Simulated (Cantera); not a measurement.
An isothermal, constant-pressure homogeneous reactor starts with 43.5 % C₂H₆, 56.5 % H₂, at 1225 K and 0.0310 bar.

Computed with Cantera and GRI-Mech 3.0 (53 species, 325 reactions). GRI-Mech 3.0 stops at C3 and has no aromatics, soot or wall deposition, so with more carbon than oxygen in the feed, carbon stays in small species such as C2H2 where larger ones or solid carbon would form. Radical loss at walls, strong at low pressure, is not modelled.

Task: Predict: x(C₂H₆) at 3.00 s; x(H₂) at 3.00 s; x(CH₃) at 3.00 s; x(H) at 3.00 s; x(CH₄) at 3.00 s.

Result: 
```
Item                                                  Value
-----------------  ----------------------------------------
x(C₂H₆) at 3.00 s  0.000291 (gas-phase equilibrium 5.50e-5)
x(H₂) at 3.00 s         0.662 (gas-phase equilibrium 0.619)
x(CH₃) at 3.00 s    1.20e-5 (gas-phase equilibrium 8.48e-6)
x(H) at 3.00 s      4.14e-6 (gas-phase equilibrium 1.40e-6)
x(CH₄) at 3.00 s        0.100 (gas-phase equilibrium 0.195)
```
